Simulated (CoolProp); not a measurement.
Propane at several states: fugacity coefficient from the reference equation and from simpler models built on Tc = 369.9 K, pc = 4251 kPa, ω = 0.152; each cubic takes its own stable root.

Values from CoolProp's reference Helmholtz-energy equation of state, Lemmon 2009.

| T (K) | p (kPa) | phase | reference |
|---|---|---|---|
| 558.9 | 2740 | gas | 0.9496 |
| 219 | 4320 | liquid | 0.01548 |
| 214.2 | 1260 | liquid | 0.03688 |

### Question
How far does each simpler model (Redlich-Kwong, Peng-Robinson) lie from the reference over these 3 states: mean and median of the absolute difference, and the worst?

### Answer
- Redlich-Kwong: mean 21.7 %, median 31.9 %, worst +32.4 % at 219 K and 4320 kPa
- Peng-Robinson: mean 0.7 %, median 0.9 %, worst +1.1 % at 214.2 K and 1260 kPa
